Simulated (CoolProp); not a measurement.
A single-stage vapour-compression cycle with hydrogen chloride: evaporating at 219.15 K (dew point), condensing at 266.15 K (bubble point), superheat 2 K, subcooling 2 K, compressor efficiency 0.85, no pressure losses. Each further row changes one setting.

Values from CoolProp's reference Helmholtz-energy equation of state, Thol 2018.

```csv
case,cooling COP,pressure ratio,discharge temperature (K),refrigerating effect (kJ/kg),volumetric capacity (kJ/m³)
as stated,3.06,4.78,361.4,328,3160
evaporating temperature 224.15 K,3.59,3.92,346.7,330,3840
condensing temperature 261.15 K,3.52,4.16,345.9,337,3260
subcooling 7 K,3.14,4.78,361.4,337,3260
superheat 12 K,2.97,4.78,379.2,338,3080
compressor efficiency 0.75,2.70,4.78,377.2,328,3160
```
